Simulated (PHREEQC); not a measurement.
Dissolve 6.1e-05 mol Ca(HCO3)2, 0.00013 mol Na2CO3 and 0.13 mol MgSO4 per kg of water at 25 °C. Closed to the air; pH follows from the charge balance.

All values are PHREEQC results (ion-association model, phreeqc.dat), not measurements.

Each row changes one thing in this solution. This is a speciation only: nothing precipitates in the calculation.

```tsv
case	pH	ionic strength (mol/kgw)	MgSO4 (mol/kgw)	SO4-2 (mol/kgw)	Mg+2 (mol/kgw)	Na+ (mol/kgw)
as made	8.78	0.237	0.0706	0.0593	0.0592	0.000240
0.0025 mol/kgw NaCl added	8.78	0.240	0.0704	0.0594	0.0595	0.00255
Na2CO3 from 0.00013 to 0.000143 mol/kgw	8.81	0.237	0.0706	0.0593	0.0592	0.000264
temperature from 25 to 40 °C	8.41	0.205	0.0788	0.0512	0.0511	0.000241
Ca(HCO3)2 replaced by NH4HCO3 at the same molality	8.80	0.237	0.0707	0.0593	0.0592	0.000240
0.26 mol/kgw H2SO4 added	0.74	0.528	0.0534	0.0573	0.0766	0.000245
```

At this temperature some constants are extrapolated from 25 °C, and those without enthalpy data are left unchanged.
